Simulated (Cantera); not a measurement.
An adiabatic, constant-pressure homogeneous reactor starts with CH4 : O2 : N2 : H2O = 1 : 2.27 : 6.82 : 0.7 (molar parts), equivalence ratio 0.88, at 1275 K and 10.0 bar.

Detailed kinetics in Cantera: GRI-Mech 3.0 (53 species, 325 reactions).

One state of this run: T (K) = 1283; x CH4 = 0.0911; x O2 = 0.209; x H2O = 0.0662; x CH2CO = 1.79e-7; x OH = 1.70e-7; x HCO = 3.70e-9; x CO2 = 1.65e-6. x: mole fraction; the columns are a selection and need not sum to one.

Q: Which value of t (s) does it belong to?
A. 0.000956
B. 0.0296
C. 9.70e-5
D. 0.0928

A: A, 0.000956
